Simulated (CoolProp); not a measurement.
Vapour-liquid equilibrium of C2F6 (R116) (1) + R143a (2) at 0.236 MPa; x and y are mole fractions of (1).

Values from CoolProp's multi-fluid Helmholtz-energy mixture model, Lemmon 2006 and Lemmon and Jacobsen 2000; pair parameters Bell 2016.

Problem. Give the bubble temperature and the first vapour's composition at x = 0.275, 0.35, 0.725. Is there an azeotrope?

Solution. x = 0.275: 220.7 K, y = 0.721; x = 0.35: 218.6 K, y = 0.762; x = 0.725: 214.0 K, y = 0.863. No azeotrope shows between x = 0.05 and 0.95.

The pair parameters rest on a limited set of measurements; away from them the model extrapolates. With so large a gap from Raoult's law the liquid may split in two, which this calculation doesn't test in full.
